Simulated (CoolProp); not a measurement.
Values from CoolProp's reference Helmholtz-energy equation of state, Thol 2017.

Problem. For octamethyltrisiloxane (MDM), give the phase and the Z, cp (kJ/(kg K)), cv (kJ/(kg K)), isothermal compressibility (1/MPa) at 364.6 K and 0.3 MPa.

Solution. 
- 364.6 K and 0.3 MPa: liquid; Z 0.0313, cp 1.95, cv 1.63, isothermal compressibility 0.00327
